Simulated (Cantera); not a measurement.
Thermodynamics of silicon epitaxy and polysilicon growth, feed SiHCl3 + Cl2 + N2

Feed: 1 mol SiHCl3, 0.015 mol Cl2, 77 mol N2, equilibrated at 0.00190 bar.

Equilibrium computed with Cantera from the NASA thermochemical tables; the gas is ideal and each condensed phase is pure. Candidate condensed phases: NH4Cl, Si, Si3N4; 28 gas species. N2 is the only nitrogen source here; it is nearly inert below about 1500 K, so the nitride shown seldom forms there in practice. The tables' values for SiCl3, SiCl are old estimates; treat these amounts as uncertain. Equilibrium is a limit: real reactors are often held back by kinetics, nucleation or transport.

```csv
T (K),x N2,x SiCl2,x HCl,x SiCl4,n Si3N4(s)
873,0.981,2.17e-8,0.0119,0.00672,0.158
948,0.981,4.72e-7,0.0120,0.00668,0.159
1023,0.981,6.49e-6,0.0121,0.00662,0.159
1098,0.981,6.15e-5,0.0122,0.00648,0.158
1173,0.981,0.000423,0.0122,0.00603,0.152
1248,0.980,0.00209,0.0122,0.00470,0.126
1323,0.977,0.00651,0.0120,0.00217,0.0635
1398,0.975,0.0111,0.0113,0.000421,0.00207
1473,0.975,0.0117,0.0117,0.000195,0
1548,0.975,0.0120,0.0119,8.47e-5,0
1623,0.974,0.0122,0.0118,2.83e-5,0
1698,0.974,0.0124,0.0115,7.78e-6,0
1773,0.973,0.0124,0.0110,2.11e-6,0
```
x: gas mole fraction; n: condensed amount in mol.

From 873 K to 1398 K the condensed part is Si3N4(s). From 1473 K to 1773 K nothing is condensed. The main Si-bearing gas is SiCl4 at 873 K and SiCl2 at 1773 K.
